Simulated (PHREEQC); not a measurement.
Make-up at 25 °C: 95 mmol/kgw KOH, 0.0076 mmol/kgw H4SiO4 and 12 mmol/kgw (CH3)4NCl. Closed to the air; pH follows from the charge balance.

The numbers come from PHREEQC with the ion-association model, phreeqc.dat.

Precipitation was switched off in this run.

Question: Predict the pH, density.

Answer: pH 12.85; density 1.003 g/cm³.

Question: In which forms is Si present?

Answer: H3SiO4- 51 %, H2SiO4-2 49 % of the Si.

(CH3)4N+ isn't in the database: it is added as a free cation with an ion size of 4 Å.
